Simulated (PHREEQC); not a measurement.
Dissolve 0.0044 mol BaCl2 and 0.016 mol NaF per kg of water at 25 °C. Closed to the air; pH follows from the charge balance.

Model: ion-association model, wateq4f.dat, run in PHREEQC.

Precipitation was switched off in this run.

**Question.** Estimate the pH.

**Answer.** pH 7.64.

Complexes and solids missing from the database can't appear.
